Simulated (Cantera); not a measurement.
A Cantera script and what it prints.

```python
import numpy as np
import cantera as ct

gas_names = """
    C CH CH2 CH3 CH4 C2 C2H C2H2,acetylene C2H2,vinylidene C2H3,vinyl C2H4 C2H5 C2H6 C3 C3H3,propargyl
    C3H4,allene C3H4,propyne C3H4,cyclo- C3H5,allyl C3H6,propylene C3H6,cyclo- C3H7,n-propyl
    C3H7,i-propyl C3H8 C4 C4H2 C4H4,1,3-cyclo- C4H6,butadiene C4H6,2-butyne C4H6,cyclo- C4H8,1-butene
    C4H8,cis2-buten C4H8,tr2-butene C4H8,isobutene C4H8,cyclo- C4H9,n-butyl C4H9,i-butyl C4H9,s-butyl
    C4H9,t-butyl C4H10,isobutane C4H10,n-butane C5 C5H6,1,3cyclo- C5H8,cyclo- C5H10,1-pentene
    C5H10,cyclo- C5H11,pentyl C5H11,t-pentyl C5H12,n-pentane C5H12,i-pentane CH3C(CH3)2CH3 C6H2
    C6H5,phenyl C6H6 C6H10,cyclo- C6H12,1-hexene C6H12,cyclo- C6H13,n-hexyl C7H7,benzyl C7H8
    C7H14,1-heptene C7H15,n-heptyl C7H16,n-heptane C8H8,styrene C8H10,ethylbenz C8H16,1-octene
    C8H17,n-octyl C8H18,isooctane C8H18,n-octane C9H19,n-nonyl C10H8,naphthale C10H21,n-decyl
    C12H9,o-bipheny C12H10,bipheny H H2
""".split()
cond_names = """
    C(gr) C6H6(L) C7H8(L) C8H18(L),n-octa
""".split()


def load(file, names, dense=False):
    # The tables refer to 1 bar. Condensed volumes are neglected.
    table = {s.name: s for s in ct.Species.list_from_file(file)}
    out = []
    for n in names:
        d = dict(table[n].input_data)
        d["thermo"] = dict(d["thermo"], **{"reference-pressure": 1e5})
        if dense:
            d["equation-of-state"] = {"model": "constant-volume", "density": "1e6 g/cm^3"}
        out.append(ct.Species.from_dict(d))
    return out


gas = ct.Solution(thermo="ideal-gas", species=load("nasa_gas.yaml", gas_names))
cond = {s.name: ct.Solution(thermo="fixed-stoichiometry", species=[s], name=s.name)
        for s in load("nasa_condensed.yaml", cond_names, dense=True)}
atoms = {
    'C2H2': {'C': 2, 'H': 2},
    'H2': {'H': 2},
}
top_T = {'C(gr)': 4500}  # K; cautious upper limits of use, not melting points


def equilibrate(T, P, feed):
    n = {}
    for name, mol in feed.items():
        for a, k in atoms[name].items():
            n[a] = n.get(a, 0.0) + k * mol
    gas.TPX = T, P, n
    mass = sum(n.values()) * gas.mean_molecular_weight
    gas.equilibrate("TP")
    valid = [c for c in cond.values() if c.min_temp <= T <= top_T.get(c.name, c.max_temp)]
    mix = ct.Mixture([(gas, mass / gas.mean_molecular_weight)] + [(c, 0.0) for c in valid])
    mix.T, mix.P = T, P
    mix.equilibrate("TP", solver="vcs", rtol=1e-11, max_steps=5000)
    return mix


results = []
T = 2773.15  # K
P = 150000  # Pa
for m in [1.3, 2.1, 3.7, 6.3, 11, 18, 31, 53]:
    feed = {'C2H2': 1, 'H2': m}  # mol
    mix = equilibrate(T, P, feed)
    results.append((T, P, feed, dict(zip(mix.species_names, mix.species_moles))))

top = {s: max(r[3][s] / sum(r[3][g] for g in gas_names) for r in results) for s in gas_names}
cols = sorted((s for s in top if top[s] > 0.001), key=lambda s: -top[s])[:8]
seen = [c for c in cond_names if any(r[3].get(c, 0) > 1e-12 for r in results)]
print("log10 of partial pressures in bar; condensed amounts in mol")
print(f"{'n(H2)':>10s}" + "".join(f"{s[:9]:>10s}" for s in cols + seen))
for T, P, feed, n in results:
    ng = sum(n[g] for g in gas_names)
    print(f"{feed['H2']:10.4g}" + "".join(f"{np.log10(max(n[s] / ng * P / 1e5, 1e-99)):10.3f}" for s in cols)
          + "".join(f"{n.get(c, 0):10.4g}" for c in seen))
```

It prints:

```
log10 of partial pressures in bar; condensed amounts in mol
     n(H2)        H2         H C2H2,acet     C(gr)
       1.3     0.137    -1.060    -1.379     1.863
       2.1     0.137    -1.060    -1.379     1.815
       3.7     0.137    -1.060    -1.379     1.719
       6.3     0.137    -1.060    -1.379     1.564
        11     0.137    -1.060    -1.379     1.283
        18     0.137    -1.060    -1.379    0.8647
        31     0.137    -1.060    -1.379   0.08784
        53     0.142    -1.058    -1.584         0
```

Equilibrium computed with Cantera from the NASA thermochemical tables; the gas is ideal and each condensed phase is pure.
